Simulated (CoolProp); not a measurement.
Vapour-liquid equilibrium of n-octane (1) + n-dodecane (2) at 112.05 °C; x and y are mole fractions of (1).

Computed with CoolProp (multi-fluid Helmholtz-energy mixture model, Beckmüller 2019 and Lemmon 2004; pair parameters Bell 2016).

| x | bubble pressure, mixture model (MPa) | bubble pressure, Raoult's law (MPa) | y, mixture model | y, Raoult's law |
|---|---|---|---|---|
| 0.05 | 0.006340 | 0.006749 | 0.472 | 0.507 |
| 0.2 | 0.01520 | 0.01648 | 0.813 | 0.830 |
| 0.35 | 0.02456 | 0.02621 | 0.905 | 0.913 |
| 0.5 | 0.03436 | 0.03594 | 0.948 | 0.951 |
| 0.65 | 0.04446 | 0.04567 | 0.972 | 0.973 |
| 0.8 | 0.05471 | 0.05540 | 0.987 | 0.987 |
| 0.95 | 0.06496 | 0.06513 | 0.997 | 0.997 |

The largest gap from Raoult's law is -7.8 % in bubble pressure, at x = 0.2. No azeotrope shows between x = 0.05 and 0.95.

The pair parameters rest on a limited set of measurements; away from them the model extrapolates.
